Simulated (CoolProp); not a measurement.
A simple Rankine cycle with ethylbenzene: condensing at 317.15 K, boiler at 0.0359 MPa, turbine inlet 414.5 K, turbine efficiency 0.8, pump efficiency 0.8, no recuperator. Each further row changes one setting.

Model: reference Helmholtz-energy equation of state, Zhou 2012, in CoolProp.

| case | thermal efficiency (%) | net work (kJ/kg) | heat in (kJ/kg) | turbine exit temperature (K) | volume ratio over the turbine |
|---|---|---|---|---|---|
| as stated | 10.7 | 56.6 | 529 | 377.9 | 9.43 |
| turbine inlet 434.5 K | 10.6 | 59.5 | 563 | 397.8 | 9.46 |
| condensing temperature 309.15 K | 12.1 | 65.8 | 543 | 371.7 | 14.0 |
| boiler pressure 0.0251 MPa | 9.1 | 48.4 | 530 | 383.6 | 6.67 |
| turbine efficiency 0.7 | 9.4 | 49.5 | 529 | 382.5 | 9.55 |
